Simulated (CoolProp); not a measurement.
c-C4F8 (RC318) along the isobar 2.91 MPa: density (kg/m³) from the reference equation and from simpler models built on Tc = 388.4 K, pc = 2.778 MPa, ω = 0.355; each cubic takes its own stable root.

Values from CoolProp's reference Helmholtz-energy equation of state, Platzer 1990. This equation is an older, rougher fit; its heat capacities, sound speeds and derivatives of the liquid may be far off and weren't checked against measurements.

| T (K) | phase | reference |
|---|---|---|
| 242.6 | liquid | 1709 |
| 249 | liquid | 1688 |
| 255.4 | liquid | 1667 |
| 261.8 | liquid | 1646 |
| 268.2 | liquid | 1624 |
| 274.6 | liquid | 1602 |
| 281 | liquid | 1579 |
| 287.4 | liquid | 1556 |
| 293.8 | liquid | 1532 |
| 300.2 | liquid | 1508 |
| 306.6 | liquid | 1483 |
| 313 | liquid | 1457 |

### Question
How far does each simpler model (Redlich-Kwong, Soave-Redlich-Kwong, Peng-Robinson) lie from the reference over these 12 states: mean and median of the absolute difference, and the worst?

### Answer
- Redlich-Kwong: mean 10.0 %, median 9.9 %, worst -11.3 % at 313 K and 2.91 MPa
- Soave-Redlich-Kwong: mean 5.4 %, median 5.3 %, worst -6.2 % at 313 K and 2.91 MPa
- Peng-Robinson: mean 6.8 %, median 6.9 %, worst +7.1 % at 274.6 K and 2.91 MPa
